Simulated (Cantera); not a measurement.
Feed: 1 mol CH3F, 8.8 mol H2, at 1825 K and 6.75 Torr.

Equilibrium computed with Cantera from the NASA thermochemical tables; the gas is ideal and each condensed phase is pure. Candidate condensed phases: C, C6H6, C7H8, C8H18; 95 gas species. Rates play no part.

Base state: H2 0.903, HF 0.0924, H 0.00441, C2H2 (acetylene) 0.000194 (mole fractions); condensed: C(graphite).

Task: What changes in the equilibrium state with this change: pressure from 6.75 Torr to 0.0135 Torr?

Result: 
```csv
species,before,after
H2,0.903,0.818
H,0.00441,0.0939
HF,0.0924,0.0882
C2H2 (acetylene),0.000194,0.000176
"C(graphite), mol",0.996,0.996
```

Task: What changes in the equilibrium state with this change: temperature from 1825 K to 1273 K?

Result: 
| species | before | after |
|---|---|---|
| H2 | 0.903 | 0.907 |
| HF | 0.0924 | 0.0926 |
| CH4 | 5.20e-6 | 6.96e-5 |
| H | 0.00441 | 7.16e-6 |
| C2H2 (acetylene) | 0.000194 | 3.37e-7 |
| C(graphite), mol | 0.996 | 0.999 |
